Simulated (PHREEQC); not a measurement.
Consider water at 25 °C with 0.86 mol/kgw KCl and 0.018 mol/kgw H3BO3. Closed to the air; pH follows from the charge balance.

Computed with PHREEQC (Pitzer model, pitzer.dat).

### Question
The ionic strength comes out as 0.860 mol/kgw. What activity coefficients do H+, Cl-, K+, B(OH)4- get?

### Answer
H+ 0.80, Cl- 0.61, K+ 0.61, B(OH)4- 0.51. Single-ion values are on the MacInnes scale.

Precipitation was switched off in this run. Species that the database lacks are ignored.
